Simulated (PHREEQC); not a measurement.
A made-up water analysis in mg/L, 91 °C, pH 6.59, pe 8.1: Na 0.00657; K 0.0404; Ca 0.132; Mg 0.00159; Cl 0.00939; S(6) as SO4 0.0923; Alkalinity as HCO3 0.358; Pb 0.0362; Br 0.00292; O(0) (dissolved oxygen) 0.0011; Ba 0.00115.

Valence states are taken as typed.

Model: ion-association model, wateq4f.dat, run in PHREEQC.

Precipitation was switched off in this run.

Problem. Estimate the charge-balance error.

Solution. charge-balance error 1.8 %.

Problem. In which forms is Pb present?

Solution. Pb+2 91 %, PbOH+ 6.8 %, PbCO3 2.0 % of the Pb.

Saturation is exceeded, for instance for Pb(OH)2; the values hold only as long as no solid forms. Complexes and solids missing from the database can't appear. Constants without temperature data keep their 25 °C values here.
